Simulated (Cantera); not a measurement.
Feed: 1 mol SiHCl3, 1.1 mol HCl, 30 mol H2, held at 975 K and 1.00 bar.

Method: chemical equilibrium by Gibbs-energy minimisation in Cantera with the NASA 1993 tables (ideal gas, pure condensed phases). Candidate condensed phases: Si; 19 gas species. The tables' values for SiCl3 are old estimates; treat these amounts as uncertain. Equilibrium is a limit: real reactors are often held back by kinetics, nucleation or transport.

Base state: H2 0.956, SiCl4 0.0216, HCl 0.0131, SiHCl3 0.00902, SiH2Cl2 0.000394, SiCl3 0.000115, SiCl2 1.75e-5 (mole fractions); condensed: gas only.

Q: What changes in the equilibrium state with this change: temperature from 975 K to 1448.15 K?

A: 
| species | before | after |
|---|---|---|
| H2 | 0.956 | 0.912 |
| HCl | 0.0131 | 0.0641 |
| SiCl2 | 1.75e-5 | 0.0139 |
| SiCl4 | 0.0216 | 0.00285 |
| SiCl3 | 0.000115 | 0.00328 |
| SiH3Cl | 4.36e-6 | 3.57e-5 |
| SiHCl3 | 0.00902 | 0.00347 |
| SiH2Cl2 | 0.000394 | 0.000653 |
| Si(s), mol | 0 | 0.206 |

Q: What changes in the equilibrium state with this change: temperature from 975 K to 1173.15 K?

A: 
```csv
species,before,after
H2,0.956,0.945
HCl,0.0131,0.0250
SiCl4,0.0216,0.0139
SiHCl3,0.00902,0.0122
SiCl2,1.75e-5,0.00150
SiCl3,0.000115,0.00145
SiH3Cl,4.36e-6,4.24e-5
SiH2Cl2,0.000394,0.00138
"Si(s), mol",0,0.0182
```

Q: What changes in the equilibrium state with this change: SiHCl3 replaced by Si2H6?

A: 
```tsv
species	before	after
H2	0.956	0.987
SiHCl3	0.00902	0.00453
HCl	0.0131	0.00413
SiCl4	0.0216	0.00331
SiH3Cl	4.36e-6	2.35e-5
SiCl3	0.000115	5.71e-5
Si(s), mol	0	1.71
```
The feed counts by its element totals alone.
